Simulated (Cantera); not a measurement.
A closed system holds: 1 mol SiH4, 0.73 mol Cl2, 11 mol H2, equilibrated at 1.33 mbar.

These are equilibrium values from Cantera (NASA tables, ideal gas, pure condensed phases), not measurements of a reactor. Candidate condensed phases: Si; 19 gas species. The tables' values for SiCl, SiCl3 are old estimates; treat these amounts as uncertain. Gases not in the tables: Si2H6 and higher silanes. The numbers say what is thermodynamically allowed, not how fast it happens. All values below are at 1750 K.

Base state: H2 0.905, HCl 0.0695, SiCl2 0.0178, H 0.00606, Si 0.00113, Cl 0.000359, SiCl 0.000353, SiH 5.17e-5 (mole fractions); condensed: Si(l).

Question: What changes in the equilibrium state with this change: pressure from 1.33 mbar to 12.0 mbar?

Answer: 
```tsv
species	before	after
H2	0.905	0.910
HCl	0.0695	0.0699
SiCl2	0.0178	0.0179
H	0.00606	0.00202
Si	0.00113	0.000125
SiCl3	3.00e-5	9.09e-5
SiH	5.17e-5	1.73e-5
Cl	0.000359	0.000120
Si(l), mol	0.733	0.749
```
